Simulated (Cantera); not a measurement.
Cantera run:

```python
import numpy as np
import cantera as ct

gas_names = [...]  # 127 gases of nasa_gas.yaml made of C, Fe, H, O, S
cond_names = """
    C(gr) C6H6(L) C7H8(L) C8H18(L),n-octa Fe(a) Fe(c) Fe(d) Fe(L) FeC5O5(L) FeO(s) FeO(L) Fe(OH)2(s)
    Fe(OH)3(s) FeS(a) FeS(b) FeS(c) FeS(L) FeSO4(s) FeS2(s) Fe2O3(s) Fe2S3O12(s) Fe3O4(s) H2O(s) H2O(L)
    H2SO4(L) S(cr1) S(cr2) S(L)
""".split()


# ... load() reads the species with a 1 bar reference pressure and builds the phases ...
atoms = {
    'Fe2O3': {'Fe': 2, 'O': 3},
    'H2S': {'H': 2, 'S': 1},
    'CO2': {'C': 1, 'O': 2},
    'SO3': {'S': 1, 'O': 3},
}
top_T = {'C(gr)': 4500, 'FeSO4(s)': 950, 'FeS2(s)': 1010, 'Fe2O3(s)': 1830, 'Fe2S3O12(s)': 1100, 'Fe3O4(s)': 1870}  # K; cautious upper limits of use, not melting points


# ... equilibrate(T, P, feed) seeds the gas with the atoms and calls Mixture.equilibrate('TP', solver="vcs", rtol=1e-11, max_steps=5000) ...
results = []
feed = {'Fe2O3': 1, 'H2S': 0.13, 'CO2': 0.069, 'SO3': 0.14}  # mol
P = 16000  # Pa
for T in [798, 848, 898, 948, 998, 1048, 1098, 1148, 1198, 1248, 1298, 1348, 1398, 1448]:
    mix = equilibrate(T, P, feed)
    results.append((T, P, feed, dict(zip(mix.species_names, mix.species_moles))))

top = {s: max(r[3][s] / sum(r[3][g] for g in gas_names) for r in results) for s in gas_names}
cols = sorted((s for s in top if top[s] > 0.001), key=lambda s: -top[s])[:6]
seen = [c for c in cond_names if any(r[3].get(c, 0) > 1e-12 for r in results)]
print("log10 of partial pressures in bar; condensed amounts in mol")
print(f"{'T/K':>10s}" + "".join(f"{s[:9]:>10s}" for s in cols + seen))
for T, P, feed, n in results:
    ng = sum(n[g] for g in gas_names)
    print(f"{T:10.4g}" + "".join(f"{np.log10(max(n[s] / ng * P / 1e5, 1e-99)):10.3f}" for s in cols)
          + "".join(f"{n.get(c, 0):10.4g}" for c in seen))
```

It prints:

```
log10 of partial pressures in bar; condensed amounts in mol
       T/K       SO2       H2O       CO2        O2       SO3  Fe2O3(s)  Fe3O4(s)
       798    -1.036    -1.353    -1.628   -16.908    -7.936      0.25       0.5
       848    -1.036    -1.353    -1.628   -15.025    -7.374      0.25       0.5
       898    -1.036    -1.353    -1.628   -13.354    -6.875      0.25       0.5
       948    -1.036    -1.353    -1.628   -11.867    -6.432      0.25       0.5
       998    -1.036    -1.353    -1.628   -10.539    -6.038      0.25       0.5
      1048    -1.036    -1.353    -1.628    -9.345    -5.685      0.25       0.5
      1098    -1.036    -1.353    -1.628    -8.266    -5.366      0.25       0.5
      1148    -1.036    -1.353    -1.628    -7.285    -5.077    0.2499       0.5
      1198    -1.036    -1.353    -1.628    -6.389    -4.813    0.2499    0.5001
      1248    -1.036    -1.353    -1.628    -5.567    -4.571    0.2497    0.5002
      1298    -1.036    -1.353    -1.628    -4.810    -4.349    0.2493    0.5004
      1348    -1.036    -1.353    -1.628    -4.111    -4.143     0.248    0.5013
      1398    -1.037    -1.354    -1.629    -3.462    -3.952    0.2429    0.5047
      1448    -1.040    -1.357    -1.632    -2.859    -3.778     0.224    0.5174
```

Cantera equilibrium calculation (NASA polynomials, part measured and part estimated; ideal gas, pure solids and liquids). Mutual solubility and eutectic melting of coexisting phases are not modelled.
